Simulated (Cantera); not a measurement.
Charge: 1 mol TEOS, 0.25 mol CO2, 0.13 mol H2, held at 852 °C and 10000 Pa.

Equilibrium computed with Cantera from the NASA thermochemical tables; the gas is ideal and each condensed phase is pure. Candidate condensed phases: C, C6H6, C7H8, C8H18, H2O, Si, SiC, SiO2; 123 gas species. The feed counts by its element totals alone. Equilibrium is a limit: real reactors are often held back by kinetics, nucleation or transport.

Base state: H2 0.800, CO 0.197, CH4 0.00185, H2O 0.00101, CO2 0.000227 (mole fractions); condensed: C(graphite) + SiO2(β-quartz).

What changes in the equilibrium state with this change: CO2 from 0.25 to 13 mol?


```csv
species,before,after
CO,0.197,0.527
H2,0.800,0.249
CO2,0.000227,0.148
H2O,0.00101,0.0768
CH4,0.00185,1.95e-6
"C(graphite), mol",5.74,0
"SiO2(β-quartz), mol",1.00,1.00
```
